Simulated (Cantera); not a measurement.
**Equilibrium for boron, boron nitride and boron oxide: BCl3 + O2**

Input: 1 mol BCl3, 2.4 mol O2, at 900 Pa.

Cantera equilibrium calculation (NASA polynomials, part measured and part estimated; ideal gas, pure solids and liquids). Candidate condensed phases: B, B2O3; 18 gas species. The tables' values for BOCl are old estimates; treat these amounts as uncertain. Rates play no part.

From 823 K to 1523 K the condensed part is B2O3(l).

| T (K) | x O2 | x Cl2 | x Cl | x B2O3 | x BOCl | x ClO | n B2O3(l) |
|---|---|---|---|---|---|---|---|
| 823 | 0.524 | 0.476 | 0.000114 | <1e-12 | 7.29e-12 | 8.70e-7 | 0.500 |
| 923 | 0.524 | 0.476 | 0.000812 | 6.77e-12 | 8.88e-10 | 4.35e-6 | 0.500 |
| 1023 | 0.523 | 0.473 | 0.00394 | 1.09e-9 | 4.13e-8 | 1.58e-5 | 0.500 |
| 1123 | 0.520 | 0.466 | 0.0144 | 6.87e-8 | 9.47e-7 | 4.54e-5 | 0.500 |
| 1223 | 0.513 | 0.445 | 0.0421 | 2.14e-6 | 1.27e-5 | 0.000108 | 0.500 |
| 1323 | 0.497 | 0.401 | 0.101 | 3.86e-5 | 0.000110 | 0.000215 | 0.500 |
| 1423 | 0.470 | 0.325 | 0.203 | 0.000456 | 0.000661 | 0.000361 | 0.497 |
| 1523 | 0.432 | 0.222 | 0.338 | 0.00383 | 0.00285 | 0.000504 | 0.479 |
x: gas mole fraction; n: condensed amount in mol.
